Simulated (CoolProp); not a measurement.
Properties of R245fa along the isotherm 53.45 °C.

Model: reference Helmholtz-energy equation of state, Akasaka 2015, in CoolProp.

| p (MPa) | phase | density (kg/m³) | cp (kJ/(kg K)) | isothermal compressibility (1/MPa) | expansivity (1/kK) | conductivity (mW/(m K)) | fugacity coefficient |
|---|---|---|---|---|---|---|---|
| 3.65 | liquid | 1271 | 1.374 | 0.003263 | 2.264 | 85.5 | 0.1077 |
| 7.3 | liquid | 1286 | 1.358 | 0.002888 | 2.098 | 87.5 | 0.06198 |
| 11 | liquid | 1299 | 1.344 | 0.002595 | 1.965 | 89.3 | 0.04737 |
| 14.6 | liquid | 1310 | 1.334 | 0.002367 | 1.858 | 91.0 | 0.04090 |
| 18.3 | liquid | 1322 | 1.325 | 0.002175 | 1.765 | 92.6 | 0.03749 |
| 21.9 | liquid | 1332 | 1.318 | 0.002018 | 1.688 | 94.0 | 0.03582 |
| 25.6 | liquid | 1341 | 1.311 | 0.001881 | 1.619 | 95.4 | 0.03513 |
| 29.2 | liquid | 1350 | 1.305 | 0.001766 | 1.560 | 96.8 | 0.03514 |
| 32.9 | liquid | 1359 | 1.300 | 0.001663 | 1.505 | 98.1 | 0.03570 |
| 36.5 | liquid | 1367 | 1.296 | 0.001575 | 1.458 | 99.3 | 0.03666 |

Thermal conductivity comes from a separate model (Huber 2003), an estimate that may be off by 10 % or more.
